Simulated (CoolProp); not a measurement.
Vapour-liquid equilibrium of m-xylene (1) + n-decane (2) at 1.24 MPa; x and y are mole fractions of (1).

Model: multi-fluid Helmholtz-energy mixture model, Zhou 2012 and Lemmon 2006; pair parameters Bell 2016, in CoolProp.

| x | bubble temperature, mixture model (K) | bubble temperature, Raoult's law (K) | y, mixture model | y, Raoult's law |
|---|---|---|---|---|
| 0.05 | 577.3 | 577.0 | 0.068 | 0.086 |
| 0.15 | 572.4 | 571.9 | 0.199 | 0.242 |
| 0.25 | 567.8 | 567.0 | 0.322 | 0.378 |
| 0.35 | 563.4 | 562.5 | 0.437 | 0.497 |
| 0.45 | 559.1 | 558.1 | 0.544 | 0.602 |
| 0.55 | 555.0 | 554.0 | 0.643 | 0.694 |
| 0.65 | 551.0 | 550.2 | 0.735 | 0.776 |
| 0.75 | 547.1 | 546.5 | 0.819 | 0.849 |
| 0.85 | 543.4 | 543.0 | 0.897 | 0.915 |
| 0.95 | 539.8 | 539.6 | 0.967 | 0.973 |

The largest gap from Raoult's law is +1.0 K in bubble temperature, at x = 0.45. No azeotrope shows between x = 0.05 and 0.95.

Pair parameters are fitted to limited data, so mixtures are less certain than the pure fluids.
